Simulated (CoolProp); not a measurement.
Vapour-liquid equilibrium of propane (1) + isobutane (2) at 5.16 bar; x and y are mole fractions of (1).

The numbers come from the multi-fluid Helmholtz-energy mixture model, Lemmon 2009 and Bücker 2006; pair parameters Kunz 2012 in CoolProp.

**Question.** Give the bubble temperature and the first vapour's composition at x = 0.25, 0.45, 0.55. Is there an azeotrope?

**Answer.** x = 0.25: 27.0 °C, y = 0.434; x = 0.45: 19.2 °C, y = 0.660; x = 0.55: 15.8 °C, y = 0.748. No azeotrope shows between x = 0.05 and 0.95.

Pair parameters are fitted to limited data, so mixtures are less certain than the pure fluids.
